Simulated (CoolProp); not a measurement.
R1132(E) along the isotherm 262.2 K: fugacity coefficient from the reference equation and from simpler models built on Tc = 348.8 K, pc = 5.174 MPa, ω = 0.245; each cubic takes its own stable root.

The numbers come from the reference Helmholtz-energy equation of state, Akasaka 2024 in CoolProp.

```
p (MPa)   phase   reference  van der Waals  Redlich-Kwong  Soave-Redlich-Kwong  Peng-Robinson
-------  ------  ----------  -------------  -------------  -------------------  -------------
0.542       gas      0.9048         0.9393         0.9211               0.9142         0.9096
1.08     liquid      0.4832         0.8788         0.6627               0.4908         0.4831
1.62     liquid      0.3271         0.7652         0.4497               0.3328     (withheld)
2.17     liquid      0.2480         0.5862         0.3418               0.2528         0.2478
2.71     liquid      0.2016         0.4814         0.2786               0.2059         0.2014
3.25     liquid  (withheld)         0.4116     (withheld)               0.1746         0.1705
3.79     liquid      0.1486         0.3619         0.2063               0.1523     (withheld)
4.33     liquid      0.1321         0.3247         0.1837               0.1355         0.1318
4.88     liquid      0.1190         0.2954         0.1659               0.1223         0.1187
5.42     liquid      0.1088         0.2726         0.1520               0.1120     (withheld)
5.96     liquid      0.1004         0.2541         0.1407               0.1036         0.1001
6.5      liquid     0.09349         0.2387         0.1312              0.09655        0.09318
```

Q: What belongs in the gaps?

A: 
- 1.62, Peng-Robinson: 0.3269
- 3.25, reference: 0.1707
- 3.25, Redlich-Kwong: 0.2364
- 3.79, Peng-Robinson: 0.1484
- 5.42, Peng-Robinson: 0.1085

At some of these states van der Waals gives the other phase, because its saturation line lies elsewhere.
